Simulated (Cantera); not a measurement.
A perfectly stirred reactor is fed with 8.59 % CH4, 18.6 % O2, 70.2 % N2, 2.58 % CO2, at 705 Torr; it is adiabatic with a 600 K inlet, and is followed from long to short residence time, starting on the burning branch (τ in s: 0.02, 0.0097, 0.0047, 0.0023, 0.0011, 0.00053, 0.00025, 0.00012, 5.9e-05, 2.8e-05).

Cantera simulation using GRI-Mech 3.0 (53 species, 325 reactions); the numbers are that mechanism's predictions, not measurements.

One state of this run: T (K) = 2065; x CH4 = 9.07e-5; x O2 = 0.0277; x CO2 = 0.0853; x H2O = 0.153; x NO2 = 2.29e-8. x: mole fraction; the columns are a selection and need not sum to one.

Which value of τ (s) does it belong to?
(A) 0.0011
(B) 0.00012
(C) 2.8e-5
(D) 0.0097

A, 0.0011
